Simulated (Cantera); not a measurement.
# Premixed flame

A freely propagating, adiabatic, planar premixed flame of CH3OH : O2 : N2 : CO2 = 1 : 1 : 3.76 : 0.15 (molar parts), unburnt at 625 K and 735 Torr; mixture-averaged transport, grid criteria slope 0.08 and curve 0.16, no radiation.

Cantera simulation using GRI-Mech 3.0 (53 species, 325 reactions); the numbers are that mechanism's predictions, not measurements. GRI-Mech 3.0 was tuned for natural gas; its chemistry of methanol as a main component is partial and can be far from experiment. Burning velocities carry a grid error of a few per cent, more on coarse grids.

| z (mm) | T (K) | u (m/s) | x CH3OH | x O2 | x CO2 | x HCO | x CH4 | x H |
|---|---|---|---|---|---|---|---|---|
| -0.716 | 625 | 1.44 | 0.168 | 0.168 | 0.0252 | <1e-8 | 1.88e-7 | <1e-8 |
| -0.478 | 629 | 1.47 | 0.167 | 0.166 | 0.0250 | <1e-8 | 1.98e-6 | <1e-8 |
| -0.358 | 643 | 1.51 | 0.164 | 0.164 | 0.0248 | <1e-8 | 7.67e-6 | <1e-8 |
| -0.239 | 717 | 1.72 | 0.156 | 0.155 | 0.0246 | <1e-8 | 3.65e-5 | <1e-8 |
| -0.119 | 1042 | 2.62 | 0.116 | 0.122 | 0.0261 | 3.45e-7 | 0.000168 | 3.35e-6 |
| -0.0597 | 1373 | 3.60 | 0.0654 | 0.0874 | 0.0299 | 4.85e-5 | 0.000317 | 0.000146 |
| 0 | 1713 | 4.68 | 0.0122 | 0.0512 | 0.0368 | 0.000429 | 0.000453 | 0.00239 |
| 0.0597 | 1848 | 5.11 | 0.000326 | 0.0288 | 0.0453 | 0.000101 | 0.000250 | 0.00874 |
| 0.119 | 1887 | 5.21 | 2.21e-6 | 0.0151 | 0.0537 | 3.93e-6 | 5.90e-5 | 0.0138 |
| 0.239 | 1926 | 5.29 | <1e-8 | 0.00515 | 0.0654 | 5.00e-7 | 1.82e-6 | 0.0168 |
| 0.478 | 1967 | 5.37 | <1e-8 | 0.00230 | 0.0738 | 3.64e-7 | <1e-8 | 0.0157 |
| 0.955 | 2012 | 5.47 | <1e-8 | 0.00146 | 0.0760 | 2.81e-7 | <1e-8 | 0.0126 |
| 1.91 | 2058 | 5.58 | <1e-8 | 0.000818 | 0.0757 | 1.98e-7 | <1e-8 | 0.00889 |
x: mole fraction of selected species; z is measured from the peak of heat release.

```json
{
 "laminar_burning_velocity": "144 cm/s",
 "thermal_thickness": "0.239 mm",
 "peak x(HCO)": "0.000432",
 "peak x(CH4)": "0.000453",
 "peak x(H)": "0.0169",
 "grid_points": "136"
}
```
